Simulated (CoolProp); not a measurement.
CH2F2 (R32) at 298.15 K and 2.68 MPa is throttled through a valve to 1.62 MPa with no heat exchange. Each further row changes one setting.

Model: reference Helmholtz-energy equation of state, Tillner-Roth 1997, in CoolProp.

```csv
case,temperature change (K),final phase,final density (kg/m³)
as stated,(withheld),(withheld),(withheld)
outlet pressure 0.486 MPa,-40.1,"two-phase, vapour fraction 0.211",(withheld)
outlet pressure 2.11 MPa,(withheld),liquid,(withheld)
```

**Question.** Complete the blanks.

**Answer.** 
- as stated, temperature change (K): -1.6
- as stated, final phase: two-phase, vapour fraction 0.010
- as stated, final density (kg/m³): 809
- outlet pressure 0.486 MPa, final density (kg/m³): 60.3
- outlet pressure 2.11 MPa, temperature change (K): -0.1
- outlet pressure 2.11 MPa, final density (kg/m³): 964
